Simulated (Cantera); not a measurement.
A closed system holds: 1 mol Pb, 0.54 mol H2S, 71 mol H2, equilibrated at 0.000180 bar.

Method: chemical equilibrium by Gibbs-energy minimisation in Cantera with the NASA 1993 tables (ideal gas, pure condensed phases). Candidate condensed phases: Pb, PbS, S; 10 gas species. Equilibrium is a limit: real reactors are often held back by kinetics, nucleation or transport. All values below are at 900 K.

Base state: H2 0.985, Pb 0.00760, PbS 0.00597, H2S 0.00147 (mole fractions); condensed: Pb(l).

### Question
What changes in the equilibrium state with this change: H2S from 0.54 to 0.0012 mol?

### Answer
```json
[
 {"species": "H2", "before": "0.985", "after": "0.992"},
 {"species": "Pb", "before": "0.00760", "after": "0.00760"},
 {"species": "PbS", "before": "0.00597", "after": "1.34e-5"},
 {"species": "H2S", "before": "0.00147", "after": "3.33e-6"},
 {"species": "Pb(l), mol", "before": "0.0152", "after": "0.455"}
]
```
